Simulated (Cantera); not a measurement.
Input (Python, Cantera):

```python
import numpy as np
import cantera as ct

gas = ct.Solution("gri30.yaml")
gas.TPX = 700, 1000000, {'CH4': 1, 'O2': 2.13, 'N2': 8, 'H2O': 0.42}
inlet = ct.Reservoir(gas, clone=True)
gas.equilibrate("HP")  # start burning
reactor = ct.IdealGasConstPressureReactor(gas, energy="on", clone=False)
exhaust = ct.Reservoir(gas, clone=True)
tau = [0.032, 0.014, 0.0062, 0.0027, 0.0012, 0.00053, 0.00023, 0.0001, 4.5e-05, 2e-05, 8.6e-06, 3.8e-06][0]
for a, b in ((inlet, reactor), (reactor, exhaust)):
    ct.MassFlowController(a, b, mdot=lambda t: reactor.mass / tau)
net = ct.ReactorNet([reactor])
show = ['CH4', 'O2', 'H2O', 'CO', 'HO2']

rows = []
print(f"{'tau/s':>10s}{'T/K':>9s}" + "".join(f"{s:>11s}" for s in show))
for tau in [0.032, 0.014, 0.0062, 0.0027, 0.0012, 0.00053, 0.00023, 0.0001, 4.5e-05, 2e-05, 8.6e-06, 3.8e-06]:
    net.initial_time = 0.0
    net.advance(30 * tau)
    before = gas.X
    net.advance(40 * tau)
    drift = np.max(np.abs(gas.X - before) / (gas.X + 1e-9))
    rows.append([gas.T, *gas[show].X, drift])
    print(f"{tau:10.3e}{gas.T:9.1f}" + "".join(f"{x:11.3e}" for x in gas[show].X))
```

Result:

```
     tau/s      T/K        CH4         O2        H2O         CO        HO2
 3.200e-02   2392.0  1.109e-06  1.208e-02  2.043e-01  4.916e-03  3.225e-06
 1.400e-02   2392.2  2.468e-06  1.248e-02  2.042e-01  5.018e-03  3.361e-06
 6.200e-03   2390.9  5.362e-06  1.299e-02  2.040e-01  5.257e-03  3.568e-06
 2.700e-03   2386.2  1.160e-05  1.362e-02  2.036e-01  5.784e-03  3.916e-06
 1.200e-03   2375.7  2.386e-05  1.445e-02  2.028e-01  6.780e-03  4.542e-06
 5.300e-04   2356.8  4.735e-05  1.568e-02  2.015e-01  8.490e-03  5.763e-06
 2.300e-04   2326.2  9.218e-05  1.754e-02  1.995e-01  1.115e-02  8.189e-06
 1.000e-04   2282.7  1.786e-04  2.020e-02  1.967e-01  1.486e-02  1.281e-05
 4.500e-05   2226.1  3.514e-04  2.384e-02  1.932e-01  1.969e-02  2.116e-05
 2.000e-05   2145.2  8.069e-04  2.986e-02  1.888e-01  2.692e-02  3.880e-05
 8.600e-06    700.0  8.658e-02  1.844e-01  3.636e-02 -3.768e-15  4.681e-15
 3.800e-06    700.0  8.658e-02  1.844e-01  3.636e-02  1.611e-18  2.073e-15
```

Cantera simulation using GRI-Mech 3.0 (53 species, 325 reactions); the numbers are that mechanism's predictions, not measurements.
